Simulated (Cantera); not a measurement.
Feed: 1 mol CuO, 0.51 mol CH4, 0.045 mol CO, equilibrated at 2048 K and 0.000210 bar.

Equilibrium computed with Cantera from the NASA thermochemical tables; the gas is ideal and each condensed phase is pure. Candidate condensed phases: C, C6H6, C7H8, C8H18, Cu, CuO, Cu(OH)2, Cu2O, H2O; 113 gas species. Kinetics and transport are ignored.

Base state: Cu 0.373, H2 0.197, CO 0.179, H2O 0.147, H 0.0685, CO2 0.0281, OH 0.00557, O 0.00140 (mole fractions); condensed: gas only.

### Question
What changes in the equilibrium state with this change: temperature from 2048 K to 998.15 K?

### Answer
```tsv
species	before	after
H2	0.197	0.464
CO	0.179	0.224
H2O	0.147	0.183
Cu	0.373	6.90e-8
CO2	0.0281	0.128
H	0.0685	1.02e-7
OH	0.00557	<1e-9
O	0.00140	<1e-9
O2	0.000449	<1e-9
Cu2	2.13e-5	<1e-9
Cu(s), mol	0	1.00
```

### Question
What changes in the equilibrium state with this change: temperature from 2048 K to 1498 K?

### Answer
```tsv
species	before	after
H2	0.197	0.388
CO	0.179	0.274
H2O	0.147	0.235
Cu	0.373	0.0379
H	0.0685	0.000738
CO2	0.0281	0.0644
O2	0.000449	5.92e-9
O	0.00140	2.10e-8
CuO	1.17e-5	8.56e-9
OH	0.00557	1.27e-5
Cu2	2.13e-5	1.46e-5
Cu(l), mol	0	0.938
```
